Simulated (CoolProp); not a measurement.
A single-stage vapour-compression cycle with R1336mzz(E): evaporating at 307.15 K (dew point), condensing at 343.15 K (bubble point), superheat 8 K, subcooling 5 K, compressor efficiency 0.75, no pressure losses. Each further row changes one setting.

Values from CoolProp's reference Helmholtz-energy equation of state, Akasaka 2023.

| case | cooling COP | pressure ratio | discharge temperature (K) | refrigerating effect (kJ/kg) | volumetric capacity (kJ/m³) |
|---|---|---|---|---|---|
| as stated | 5.37 | 2.83 | 347.2 | 106 | 1920 |
| evaporating temperature 312.15 K | 6.54 | 2.41 | (withheld) | (withheld) | 2320 |
| condensing temperature 338.15 K | (withheld) | 2.48 | 342.8 | 113 | 2040 |
| subcooling 10 K | 5.70 | 2.83 | 347.2 | 113 | 2040 |
| superheat 18 K | 5.54 | 2.83 | 357.1 | 115 | 1990 |
| compressor efficiency 0.65 | 4.65 | 2.83 | (withheld) | 106 | 1920 |

**Question.** Some entries are withheld; supply them.

**Answer.** 
- evaporating temperature 312.15 K, discharge temperature (K): 347.6
- evaporating temperature 312.15 K, refrigerating effect (kJ/kg): 110
- condensing temperature 338.15 K, cooling COP: 6.49
- compressor efficiency 0.65, discharge temperature (K): 350.3
